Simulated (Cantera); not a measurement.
Cantera with NASA thermochemical tables; ideal gases at 1 bar, condensed phases pure. Values are per mole of reaction as written; species without (g) are pure solids or liquids, kept so even where they would boil at 1 bar.

2 AlCl(g) + N2(g) = 2 AlN + 2 Cl(g), with ΔH° = -290.4 kJ and ΔS° = -276.8 J/K at 300 K.

### Question
How far is the shortcut ΔG° ≈ ΔH°(300 K) − T·ΔS°(300 K) from the full temperature-dependent value at 798, 848, 898, 948, 998, 1048 K?

### Answer
| T (K) | shortcut (kJ) | full (kJ) | difference (kJ) | difference in log10 K |
|---|---|---|---|---|
| 798 | -69.5 | -74.8 | 5.2 | -0.34 |
| 848 | -55.7 | -62.1 | 6.4 | -0.39 |
| 898 | -41.8 | -49.5 | 7.6 | -0.44 |
| 948 | -28.0 | -36.9 | 8.9 | -0.49 |
| 998 | -14.2 | -24.5 | 10.4 | -0.54 |
| 1048 | -0.3 | -12.2 | 11.9 | -0.59 |
The shortcut ignores the heat-capacity change of the reaction.
